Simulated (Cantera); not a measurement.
Feed: 1 mol CH3Cl, 0.023 mol Si, equilibrated at 0.820 bar.

These are equilibrium values from Cantera (NASA tables, ideal gas, pure condensed phases), not measurements of a reactor. Candidate condensed phases: C, C6H6, C7H8, C8H18, Si, SiC; 109 gas species. The tables' values for SiCl3, SiCl are old estimates; treat these amounts as uncertain. Rates play no part.

log p: log10 of the partial pressure in bar; n: condensed amount in mol.

```json
[
 {"T (K)": "1525", "log p H2": "-0.37", "log p HCl": "-0.42", "log p SiCl2": "-2.89", "log p H": "-4.81", "log p SiCl4": "-2.23", "log p Cl": "-4.96", "n C(graphite)": "0.999"},
 {"T (K)": "1625", "log p H2": "-0.37", "log p HCl": "-0.42", "log p SiCl2": "-2.50", "log p H": "-4.34", "log p SiCl4": "-2.45", "log p Cl": "-4.49", "n C(graphite)": "0.999"},
 {"T (K)": "1725", "log p H2": "-0.37", "log p HCl": "-0.41", "log p SiCl2": "-2.29", "log p H": "-3.92", "log p SiCl4": "-2.76", "log p Cl": "-4.07", "n C(graphite)": "0.999"},
 {"T (K)": "1825", "log p H2": "-0.38", "log p HCl": "-0.41", "log p SiCl2": "-2.18", "log p H": "-3.54", "log p SiCl4": "-3.12", "log p Cl": "-3.70", "n C(graphite)": "0.999"},
 {"T (K)": "1925", "log p H2": "-0.38", "log p HCl": "-0.41", "log p SiCl2": "-2.12", "log p H": "(withheld)", "log p SiCl4": "(withheld)", "log p Cl": "(withheld)", "n C(graphite)": "0.999"},
 {"T (K)": "2025", "log p H2": "-0.38", "log p HCl": "-0.41", "log p SiCl2": "-2.09", "log p H": "-2.90", "log p SiCl4": "-3.84", "log p Cl": "-3.07", "n C(graphite)": "0.998"},
 {"T (K)": "2125", "log p H2": "-0.38", "log p HCl": "-0.41", "log p SiCl2": "-2.07", "log p H": "-2.63", "log p SiCl4": "-4.17", "log p Cl": "-2.80", "n C(graphite)": "0.996"},
 {"T (K)": "2225", "log p H2": "-0.38", "log p HCl": "-0.41", "log p SiCl2": "-2.06", "log p H": "(withheld)", "log p SiCl4": "(withheld)", "log p Cl": "(withheld)", "n C(graphite)": "0.994"},
 {"T (K)": "2325", "log p H2": "-0.38", "log p HCl": "-0.42", "log p SiCl2": "-2.06", "log p H": "-2.15", "log p SiCl4": "-4.76", "log p Cl": "-2.33", "n C(graphite)": "0.990"}
]
```

Q: What belongs in the gaps?

A: 
- 1925, log p H: -3.21
- 1925, log p SiCl4: -3.49
- 1925, log p Cl: -3.37
- 2225, log p H: -2.38
- 2225, log p SiCl4: -4.47
- 2225, log p Cl: -2.55
